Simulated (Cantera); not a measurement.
Input: 1 mol V2O3, a varied amount of H2, 8.9 mol N2, equilibrated at 798 K and 40.0 mbar.

Points: n(H2) (mol) = 0.35, 0.68, 1.3, 2.6, 5, 9.6, 19, 36, 70, 140, 260, 510.

Cantera's Mixture.equilibrate('TP', solver="vcs", rtol=1e-11, max_steps=5000) on the NASA tables stopped like this:

```
*******************************************************************************
CanteraError thrown by VCS_SOLVE::solve_tp_inner:
vcs_solve_TP: ERROR on step change wt[24:V2O4(II)]: -5.421010862427522e-20 < 0.0
*******************************************************************************
```

### Question
What got this run through?

### Answer
This is not unique; one that fits is The failure is numerical, not chemical. The same input converged with solver="gibbs", rtol=1e-10, max_steps=50000, and the result passed a check of the equilibrium conditions:
```
log10 of partial pressures in bar; condensed amounts in mol
     n(H2)        H2        N2       H2O     VN(s)   V2O3(s)
      0.35    -2.821    -1.415    -5.561 0.0004231    0.9998
      0.68    -2.548    -1.430    -5.293 0.0008126    0.9996
       1.3    -2.293    -1.457    -5.048  0.001521    0.9992
       2.6    -2.044    -1.509    -4.817  0.002924    0.9985
         5    -1.843    -1.592    -4.642  0.005278    0.9974
       9.6    -1.683    -1.716    -4.524  0.009214    0.9954
        19    -1.565    -1.894    -4.466    0.0159     0.992
        36    -1.494    -2.101    -4.464   0.02571    0.9871
        70    -1.450    -2.347    -4.502   0.04143    0.9793
       140    -1.425    -2.623    -4.568   0.06702    0.9665
       260    -1.413    -2.881    -4.642    0.1022    0.9489
       510    -1.406    -3.168    -4.731    0.1608    0.9196
```

The gas is ideal and each condensed phase is pure. VN: taken at fixed stoichiometry. Condensed phases not in the tables: the oxides between V2O3 and V2O5 other than VO2, V2N.
